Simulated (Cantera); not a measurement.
A Cantera script and its output.

```python
import numpy as np
import cantera as ct

gas = ct.Solution("h2o2.yaml")
gas.TPX = 325, 1000000, {'H2': 1, 'O2': 0.179, 'N2': 0.671}
flame = ct.FreeFlame(gas, width=0.008)
flame.set_refine_criteria(ratio=3, slope=0.08, curve=0.16)
flame.transport_model = "mixture-averaged"
flame.solve(loglevel=0, auto=True)
z, T = flame.grid, flame.T
thick = (T[-1] - T[0]) / np.gradient(T, z).max()
show = ['H2', 'O2', 'H2O2', 'OH', 'HO2', 'H']
print(f"laminar burning velocity  {flame.velocity[0] * 100:.3f} cm/s")
print(f"burnt temperature         {T[-1]:.1f} K")
print(f"thermal thickness         {thick * 1e3:.4f} mm")
print(f"grid points               {len(z)}")
z0 = z[flame.heat_release_rate.argmax()]
print(f"{'z/mm':>9s}{'T/K':>9s}{'u/(m/s)':>9s}" + "".join(f"{s:>11s}" for s in show))
rows = []
for k in (-3, -2, -1.5, -1, -0.5, -0.25, 0, 0.25, 0.5, 1, 2, 4, 8):
    zz = z0 + k * thick
    rows.append([k * thick, np.interp(zz, z, T), np.interp(zz, z, flame.velocity),
                 *(np.interp(zz, z, flame.X[gas.species_index(s)]) for s in show)])
    print(f"{rows[-1][0] * 1e3:9.3f}{rows[-1][1]:9.1f}{rows[-1][2]:9.3f}" + "".join(f"{x:11.3e}" for x in rows[-1][3:]))
```

Result:

```
laminar burning velocity  176.550 cm/s
burnt temperature         1866.9 K
thermal thickness         0.0292 mm
grid points               108
     z/mm      T/K  u/(m/s)         H2         O2       H2O2         OH        HO2          H
   -0.088    325.1    1.766  5.405e-01  9.677e-02  1.127e-09  9.025e-14  3.094e-09  9.321e-16
   -0.058    326.1    1.770  5.401e-01  9.687e-02  2.855e-08  2.065e-12  7.770e-08  1.875e-14
   -0.044    329.2    1.783  5.390e-01  9.710e-02  1.966e-07  2.274e-11  5.335e-07  1.756e-13
   -0.029    355.3    1.903  5.328e-01  9.830e-02  4.935e-06  2.709e-09  1.385e-05  3.561e-11
   -0.015    585.6    2.990  4.994e-01  9.806e-02  1.282e-04  1.020e-05  6.659e-04  1.017e-05
   -0.007    929.2    4.617  4.647e-01  8.251e-02  2.022e-04  2.387e-04  1.069e-03  9.064e-04
    0.000   1279.5    6.290  4.277e-01  5.536e-02  8.735e-05  4.340e-04  5.099e-04  5.173e-03
    0.007   1508.6    7.409  3.987e-01  2.964e-02  1.442e-05  5.680e-04  2.354e-04  1.079e-02
    0.015   1631.9    8.021  3.821e-01  1.369e-02  3.754e-06  5.828e-04  1.027e-04  1.412e-02
    0.029   1730.2    8.500  3.721e-01  2.774e-03  9.634e-07  5.116e-04  1.971e-05  1.439e-02
    0.058   1788.1    8.764  3.723e-01  2.081e-04  1.515e-07  3.903e-04  1.397e-06  1.049e-02
    0.117   1825.0    8.924  3.751e-01  6.950e-06  3.135e-08  2.473e-04  4.954e-08  6.168e-03
    0.234   1846.5    9.015  3.770e-01  4.257e-07  9.203e-09  1.375e-04  4.589e-09  3.279e-03
```

Model: the H2/O2 subset of GRI-Mech 3.0, which has no nitrogen chemistry, integrated in Cantera. The hydrogen kinetics of GRI-Mech 3.0 are dated; newer H2 mechanisms differ, most at raised pressure. Burning velocities carry a grid error of a few per cent, more on coarse grids.
